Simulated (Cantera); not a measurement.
An adiabatic, constant-pressure homogeneous reactor starts with CH₄ : O₂ : N₂ : H₂O = 1 : 2.9 : 10.9 : 0.8 (molar parts), at 1448 K and 23.0 bar.

Computed with Cantera and GRI-Mech 3.0 (53 species, 325 reactions). The pressure lies above the range GRI-Mech 3.0 was tuned for (to about 10 atm).

### Question
Predict: time of steepest temperature rise; temperature at 0.900 s; equilibrium temperature; x(O₂) at 0.900 s; x(H₂O) at 0.900 s; x(N₂O) at 0.900 s.

### Answer
```
Property                                                            Result
---------------------------------  ---------------------------------------
time of steepest temperature rise                                 0.132 ms
temperature at 0.900 s                                              2615 K
equilibrium temperature                                             2615 K
x(O₂) at 0.900 s                     0.0509 (gas-phase equilibrium 0.0509)
x(H₂O) at 0.900 s                      0.172 (gas-phase equilibrium 0.172)
x(N₂O) at 0.900 s                  3.21e-6 (gas-phase equilibrium 3.21e-6)
```
